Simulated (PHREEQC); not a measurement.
A column of 0.2 m (40 cells, dispersivity 0.007 m, 300 s a shift, diffusion coefficient 3e-10 m²/s) holds 0.21 eq of the database's cation exchanger X per kg of pore water, first in equilibrium with 0.0023 mol/kgw MgSO4 and 1e-05 mol/kgw HCl. It is flushed with 0.039 mol/kgw CaCl2, 0.001 mol/kgw LiCl, 0.0067 mol/kgw MgCl2 and 1e-05 mol/kgw HCl, at 15 °C. Values are for the last cell. The system is closed to CO2. Nothing may precipitate in this run.

Model: ion-association model, phreeqc.dat, run in PHREEQC.

| pore volumes | Ca in solution (mol/kgw) | S in solution (mol/kgw) | Li in solution (mol/kgw) | Cl in solution (mol/kgw) | Mg in solution (mol/kgw) |
|---|---|---|---|---|---|
| 0 | 0 | 0.00230 | 0 | 1.00e-5 | 0.00230 |
| 0.4625 | 0 | 0.00230 | 1.97e-13 | 0.000184 | 0.00238 |
| 0.9125 | 0 | (withheld) | 3.74e-5 | 0.0383 | 0.0205 |
| 1.363 | 1.64e-7 | 0.000219 | 0.000518 | 0.0836 | 0.0418 |
| 1.812 | (withheld) | 1.79e-5 | 0.000893 | 0.0917 | (withheld) |
| 2.263 | 0.000794 | 1.07e-6 | 0.00101 | 0.0924 | 0.0449 |
| 2.712 | 0.00474 | 5.47e-8 | 0.00103 | 0.0924 | 0.0409 |
| 3.163 | 0.0144 | 2.57e-9 | 0.00102 | 0.0924 | 0.0313 |
| 3.837 | 0.0299 | 2.39e-11 | 0.00101 | 0.0924 | 0.0158 |
| 4.287 | 0.0352 | 1.03e-12 | 0.00100 | 0.0924 | 0.0105 |
| 4.737 | 0.0375 | 4.32e-14 | 0.00100 | 0.0924 | 0.00822 |
| 5.188 | 0.0384 | 0 | 0.00100 | 0.0924 | 0.00729 |
| 5.638 | 0.0388 | 0 | 0.00100 | 0.0924 | 0.00693 |
| 6.088 | 0.0389 | 0 | 0.00100 | 0.0924 | 0.00679 |
| 6.537 | 0.0390 | 0 | 0.00100 | 0.0924 | 0.00673 |
| 6.987 | 0.0390 | 0 | 0.00100 | 0.0924 | 0.00671 |

**Question.** Some entries are withheld; supply them.

**Answer.** 
- 0.9125, S in solution (mol/kgw): 0.00135
- 1.812, Ca in solution (mol/kgw): 4.55e-5
- 1.812, Mg in solution (mol/kgw): 0.0454
